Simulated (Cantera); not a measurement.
Input (Python, Cantera) and output of one run.

```python
import numpy as np
import cantera as ct

gas_names = """
    B BH BH2 BH3 BN BO BO2 B2 B2O B2O2 B2O3 B3O3H3 H HBO HBO2 HNO HNO2 HNO3 HO2 H2 H2O H2O2 H3B3O6 N NH
    NH2 NH3 NH2OH NO NO2 NO3 N2 N2H2 N2H4 N2O O OH O2 O3
""".split()
cond_names = """
    B(b) B(L) BN(s) B2O3(L) B3O3H3(cr) H2O(s) H2O(L)
""".split()


# ... load() reads the species with a 1 bar reference pressure and builds the phases ...
atoms = {
    'borazine': {'B': 3, 'N': 3, 'H': 6},
    'H2O': {'H': 2, 'O': 1},
    'N2': {'N': 2},
}
top_T = {'BN(s)': 3200}  # K; cautious upper limits of use, not melting points


# ... equilibrate(T, P, feed) seeds the gas with the atoms and calls Mixture.equilibrate('TP', solver="vcs", rtol=1e-11, max_steps=5000) ...
results = []
feed = {'borazine': 1, 'H2O': 1.4, 'N2': 11}  # mol
P = 15  # Pa
for T in [1300, 1400, 1500, 1600, 1700, 1800, 1900, 2000, 2100, 2200, 2300, 2400]:
    mix = equilibrate(T, P, feed)
    results.append((T, P, feed, dict(zip(mix.species_names, mix.species_moles))))

top = {s: max(r[3][s] / sum(r[3][g] for g in gas_names) for r in results) for s in gas_names}
cols = sorted((s for s in top if top[s] > 0.001), key=lambda s: -top[s])[:5]
seen = [c for c in cond_names if any(r[3].get(c, 0) > 1e-12 for r in results)]
print("log10 of partial pressures in bar; condensed amounts in mol")
print(f"{'T/K':>10s}" + "".join(f"{s[:9]:>10s}" for s in cols + seen))
for T, P, feed, n in results:
    ng = sum(n[g] for g in gas_names)
    print(f"{T:10.4g}" + "".join(f"{np.log10(max(n[s] / ng * P / 1e5, 1e-99)):10.3f}" for s in cols)
          + "".join(f"{n.get(c, 0):10.4g}" for c in seen))
```

Result:

```
log10 of partial pressures in bar; condensed amounts in mol
       T/K        N2         H        H2         B        BO      B(b)     BN(s)   B2O3(L)
      1300    -3.966    -8.149    -4.385   -18.191    -9.101         0     2.077    0.4133
      1400    -3.976    -7.514    -4.403   -15.866    -7.704         0     2.065   0.07831
      1500    -3.979    -6.961    -4.413   -13.856    -6.812         0     1.949         0
      1600    -3.981    -6.478    -4.427   -12.099    -6.139         0     1.768         0
      1700    -3.985    -6.052    -4.440   -10.550    -5.669         0      1.64         0
      1800    -3.991    -5.672    -4.452    -9.174    -5.357         0     1.605         0
      1900    -3.998    -5.336    -4.470    -7.944    -5.160         0     1.594         0
      2000    -3.999    -5.051    -4.525    -6.875    -5.073     1.566         0         0
      2100    -4.013    -4.802    -4.590    -6.187    -5.031      1.49         0         0
      2200    -4.035    -4.603    -4.706    -5.563    -5.026     1.192         0         0
      2300    -4.076    -4.468    -4.908    -4.994    -5.053   0.03721         0         0
      2400    -4.092    -4.371    -5.146    -4.991    -5.054         0         0         0
```

Equilibrium computed with Cantera from the NASA thermochemical tables; the gas is ideal and each condensed phase is pure. The feed counts by its element totals alone. Mutual solubility and eutectic melting of coexisting phases are not modelled. The tables' values for BH2 are old estimates; treat these amounts as uncertain.
